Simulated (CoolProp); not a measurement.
Vapour-liquid equilibrium of R13 (1) + R113 (2) at -13.25 °C; x and y are mole fractions of (1).

Values from CoolProp's multi-fluid Helmholtz-energy mixture model, Platzer 1990 and Marx 1992; pair parameters Bell 2016. This equation is an older, rougher fit; its heat capacities, sound speeds and derivatives of the liquid may be far off and weren't checked against measurements.

Give the bubble pressure and the first vapour's composition at x = 0.15, 0.65, 0.95. Is there an azeotrope?

x = 0.15: 0.2711 MPa, y = 0.972; x = 0.65: 0.9180 MPa, y = 0.994; x = 0.95: 1.297 MPa, y = 0.999. No azeotrope shows between x = 0.05 and 0.95.

Pair parameters are fitted to limited data, so mixtures are less certain than the pure fluids. The gap from Raoult's law changes sign with composition, which may be real or a fault of the pair parameters; it wasn't checked against measurements.
